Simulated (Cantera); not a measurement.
Feed: 1 mol MgCO3, 0.038 mol C, 0.59 mol O2, at 377 °C.

Method: chemical equilibrium by Gibbs-energy minimisation in Cantera with the NASA 1993 tables (ideal gas, pure condensed phases). Candidate condensed phases: C, Mg, MgCO3, MgO; 15 gas species. Kinetics and transport are ignored.

x: gas mole fraction; n: condensed amount in mol.

```
P (Pa)    x O2   x CO2  n MgO(s)  n MgCO3(s)
-------  -----  ------  --------  ----------
10       0.347   0.653      1.00           0
42       0.347   0.653      1.00           0
180      0.347   0.653      1.00           0
750      0.347   0.653      1.00           0
3200     0.347   0.653      1.00           0
13000    0.347   0.653      1.00           0
56000    0.347   0.653      1.00           0
240000       ?       ?         ?           ?
1000000  0.936  0.0644         0        1.00
```

**Question.** Fill in the missing entries.

**Answer.** 
- 240000, x O2: 0.809
- 240000, x CO2: 0.191
- 240000, n MgO(s): 0.0923
- 240000, n MgCO3(s): 0.908
